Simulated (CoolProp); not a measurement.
Aqueous lithium chloride as a coolant, 18 % by mass, freezing at -34.9 °C, 1 atm.

Computed with CoolProp (Melinder's fits for secondary coolants).

| T (°C) | viscosity (mPa s) | Prandtl number | cp (kJ/(kg K)) | density (kg/m³) |
|---|---|---|---|---|
| -6.6 | 4.09 | 25.1 | 3.187 | 1109 |
| -3.2 | 3.64 | 22.3 | 3.205 | 1109 |
| 0.2 | 3.26 | 19.9 | 3.223 | 1108 |
| 3.6 | 2.94 | 17.9 | 3.241 | 1107 |
| 7 | 2.67 | 16.2 | 3.259 | 1106 |
| 10.5 | 2.43 | 14.7 | 3.278 | 1106 |
| 13.9 | 2.23 | 13.4 | 3.296 | 1105 |
| 17.3 | 2.06 | 12.4 | 3.314 | 1104 |
| 20.7 | 1.91 | 11.4 | 3.332 | 1103 |
| 24.1 | 1.77 | 10.6 | 3.350 | 1102 |
| 27.5 | 1.65 | 9.82 | 3.367 | 1101 |
| 30.9 | 1.54 | 9.15 | 3.385 | 1100 |
| 34.3 | 1.45 | 8.54 | 3.403 | 1099 |
| 37.7 | 1.36 | 7.98 | 3.421 | 1097 |
